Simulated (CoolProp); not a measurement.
Vapour-liquid equilibrium of 1-butene (1) + n-butane (2) at 163 kPa; x and y are mole fractions of (1).

Computed with CoolProp (multi-fluid Helmholtz-energy mixture model, Lemmon 2005 and Bücker 2006; pair parameters Bell 2016).

| x | bubble temperature, mixture model (K) | bubble temperature, Raoult's law (K) | y, mixture model | y, Raoult's law |
|---|---|---|---|---|
| 0.05 | 285.5 | 285.5 | 0.061 | 0.061 |
| 0.125 | 284.9 | 285.0 | 0.151 | 0.150 |
| 0.2 | 284.4 | 284.5 | 0.237 | 0.236 |
| 0.275 | 283.9 | 284.0 | 0.321 | 0.319 |
| 0.35 | 283.3 | 283.6 | 0.401 | 0.400 |
| 0.425 | 282.8 | 283.1 | 0.478 | 0.477 |
| 0.5 | 282.3 | 282.6 | 0.553 | 0.553 |
| 0.575 | 281.9 | 282.2 | 0.624 | 0.626 |
| 0.65 | 281.4 | 281.7 | 0.694 | 0.697 |
| 0.725 | ? | 281.3 | 0.761 | 0.765 |
| 0.8 | ? | 280.8 | ? | 0.832 |
| 0.875 | 280.3 | 280.4 | 0.892 | 0.897 |
| 0.95 | 279.9 | 280.0 | 0.957 | 0.959 |

Q: What belongs in the gaps?

A: 
- 0.725, bubble temperature, mixture model (K): 281.0
- 0.8, bubble temperature, mixture model (K): 280.6
- 0.8, y, mixture model: 0.827

The largest gap from Raoult's law is -0.3 K in bubble temperature, at x = 0.575. No azeotrope shows between x = 0.05 and 0.95.

The pair parameters rest on a limited set of measurements; away from them the model extrapolates.
